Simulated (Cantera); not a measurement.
A closed system holds: 1 mol Si, 0.016 mol CO2, 8.6 mol N2, held at 2273 K and 101000 Pa.

Method: chemical equilibrium by Gibbs-energy minimisation in Cantera with the NASA 1993 tables (ideal gas, pure condensed phases). Candidate condensed phases: C, Si, SiC, SiO2, Si2N2O, Si3N4; 34 gas species. The tables' values for SiN are old estimates; treat these amounts as uncertain. The numbers say what is thermodynamically allowed, not how fast it happens.

Base state: N2 0.995, SiO 0.00190, CO 0.00180, Si 0.000722, Si2N 0.000111, SiN 0.000107, Si2C 4.67e-5, Si2 1.33e-5 (mole fractions); condensed: Si(l).

What changes in the equilibrium state with this change: CO2 from 0.016 to 0.74 mol?


```json
[
 {"species": "N2", "before": "0.995", "after": "0.852"},
 {"species": "SiO", "before": "0.00190", "after": "0.0734"},
 {"species": "CO", "before": "0.00180", "after": "0.0733"},
 {"species": "Si2N", "before": "0.000111", "after": "0.000103"},
 {"species": "SiN", "before": "0.000107", "after": "9.86e-5"},
 {"species": "Si2C", "before": "4.67e-5", "after": "4.92e-5"},
 {"species": "Si", "before": "0.000722", "after": "0.000722"},
 {"species": "Si(l), mol", "before": "0.973", "after": "0.248"}
]
```
